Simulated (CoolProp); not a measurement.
A simple Rankine cycle with n-hexane: condensing at 303.15 K, boiler at 1.31 MPa, turbine inlet 455.3 K, turbine efficiency 0.85, pump efficiency 0.8, no recuperator. Each further row changes one setting.

The numbers come from the reference Helmholtz-energy equation of state, Thol 2019 in CoolProp.

```
case                             thermal efficiency (%)  net work (kJ/kg)  heat in (kJ/kg)  turbine exit temperature (K)  volume ratio over the turbine
-------------------------------  ----------------------  ----------------  ---------------  ----------------------------  -----------------------------
as stated                                          19.1               120              625                         379.8                            [?]
turbine inlet 475.3 K                              18.8               128              681                         402.2                           57.2
condensing temperature 295.15 K                    20.2               130              644                         374.5                           84.7
boiler pressure 0.917 MPa                          17.8               114              644                         391.0                           38.2
turbine efficiency 0.75                            16.8               105              625                           [?]                            [?]
```

**Question.** Fill in the missing entries.

**Answer.** 
- as stated, volume ratio over the turbine: 60.7
- turbine efficiency 0.75, turbine exit temperature (K): 386.7
- turbine efficiency 0.75, volume ratio over the turbine: 61.9
